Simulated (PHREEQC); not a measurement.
Solution (20 °C): 0.013 mol Na2SiO3 per kg of water. Closed to the air; pH follows from the charge balance.

Model: ion-association model, wateq4f.dat, run in PHREEQC.

Precipitation was switched off in this run.

Task: Estimate the pH.

Result: pH 12.17.

Task: In which forms is Si present?

Result: H3SiO4- 90 %, H2SiO4-2 10.0 % of the Si.
